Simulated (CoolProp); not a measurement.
Vapour-liquid equilibrium of R22 (1) + R11 (2) at 282.4 K; x and y are mole fractions of (1).

Computed with CoolProp (multi-fluid Helmholtz-energy mixture model, Kamei 1995 and Jacobsen 1992; pair parameters Bell 2016).

```tsv
x	bubble pressure (bar)	y at the bubble point	dew pressure at overall composition x (bar)	liquid density (mol/L)
0.05	1.062	0.463	0.6190	11.15
0.125	1.693	0.680	0.6700	11.37
0.2	2.245	0.771	0.7300	11.59
0.275	2.735	0.823	0.8017	11.81
0.35	3.180	0.857	0.8889	12.04
0.425	3.591	0.883	0.9972	12.28
0.5	3.980	0.903	1.135	12.53
0.575	4.357	0.920	1.317	12.79
0.65	4.731	0.935	1.567	13.06
0.725	5.110	0.949	1.929	13.33
0.8	5.501	0.963	2.494	13.62
0.875	5.912	0.977	3.456	13.92
0.95	6.348	0.991	5.125	14.23
```

No azeotrope shows between x = 0.05 and 0.95.

Pair parameters are fitted to limited data, so mixtures are less certain than the pure fluids.
